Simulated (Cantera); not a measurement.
An isothermal, constant-pressure homogeneous reactor starts with 1.09 % CO, 0.0306 % O₂, 0.119 % H₂O, 98.8 % N₂, at 1500 K and 220000 Pa.

Computed with Cantera and GRI-Mech 3.0 (53 species, 325 reactions).

One state of this run: x CO = 0.00941; x O₂ = <1e-12; x H₂O = 0.000339; x H₂ = 0.000846; x H₂O₂ = <1e-12; x HO₂ = <1e-12; x NO = 4.95e-8. x: mole fraction; the columns are a selection and need not sum to one.

**Question.** Which value of t (s) does it belong to?
A. 0.00502
B. 0.000224
C. 20.0
D. 1.00e-5

**Answer.** C, 20.0
